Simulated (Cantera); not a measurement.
Cantera run:

```python
import numpy as np
import cantera as ct

gas_names = [...]  # 95 gases of nasa_gas.yaml made of C, F, H
cond_names = """
    C(gr) C6H6(L) C7H8(L) C8H18(L),n-octa
""".split()


# ... load() reads the species with a 1 bar reference pressure and builds the phases ...
atoms = {
    'CH2F2': {'C': 1, 'H': 2, 'F': 2},
    'F2': {'F': 2},
    'H2': {'H': 2},
}
top_T = {'C(gr)': 4500}  # K; cautious upper limits of use, not melting points


# ... equilibrate(T, P, feed) seeds the gas with the atoms and calls Mixture.equilibrate('TP', solver="vcs", rtol=1e-11, max_steps=5000) ...
results = []
feed = {'CH2F2': 1, 'F2': 0.14, 'H2': 2.3}  # mol
T = 1350  # K
P = 5.8  # Pa
mix = equilibrate(T, P, feed)
results.append((T, P, feed, dict(zip(mix.species_names, mix.species_moles))))
print(gas.report(threshold=1e-06))
for i in range(1, mix.n_phases):
    print(f"{mix.phase(i).name:16s} {mix.phase_moles(i):12.5e} mol")
```

Result:

```
       temperature   1350 K
          pressure   5.8 Pa
           density   5.8148e-06 kg/m^3
  mean mol. weight   11.253 kg/kmol
   phase of matter   gas

                          1 kg             1 kmol
                     ---------------   ---------------
          enthalpy       -9.6328e+06        -1.084e+08  J
   internal energy        -1.063e+07       -1.1962e+08  J
           entropy             25281        2.8449e+05  J/K
    Gibbs function       -4.3762e+07       -4.9246e+08  J
 heat capacity c_p            2817.5             31706  J/K
 heat capacity c_v            2078.6             23391  J/K

                      mass frac. Y      mole frac. X     chem. pot. / RT
                     ---------------   ---------------   ---------------
                 H        1.9548e-05        0.00021823           -14.389
                HF           0.91285           0.51346           -58.185
                H2          0.087125           0.48632           -28.777
     [  +92 minor]        1.5116e-06        6.8432e-07

C(gr)             9.99994e-01 mol
```

These are equilibrium values from Cantera (NASA tables, ideal gas, pure condensed phases), not measurements of a reactor.
